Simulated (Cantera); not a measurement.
Input: 1 mol CH3SiH3, 0.072 mol CH4, a varied amount of H2, equilibrated at 2000 K and 0.00160 bar.

Equilibrium computed with Cantera from the NASA thermochemical tables; the gas is ideal and each condensed phase is pure. Candidate condensed phases: C, C6H6, C7H8, C8H18, Si, SiC; 87 gas species. The feed counts by its element totals alone. Equilibrium is a limit: real reactors are often held back by kinetics, nucleation or transport.

### Question
Which condensed phases are stable at each of these points (n(H2) (mol)): 92, 150, 250, 420, 700, 1200, 1900?

### Answer
| n(H2) (mol) | condensed phases | Si condensed (%) |
|---|---|---|
| 92 | C(graphite) + SiC(s) | 83.6 |
| 150 | C(graphite) + SiC(s) | 73.7 |
| 250 | C(graphite) + SiC(s) | 56.5 |
| 420 | C(graphite) + SiC(s) | 27.2 |
| 700 | gas only | 0.0 |
| 1200 | gas only | 0.0 |
| 1900 | gas only | 0.0 |

From 92 mol H2 to 420 mol H2 the condensed part is C(graphite) + SiC(s). From 700 mol H2 to 1900 mol H2 nothing is condensed.
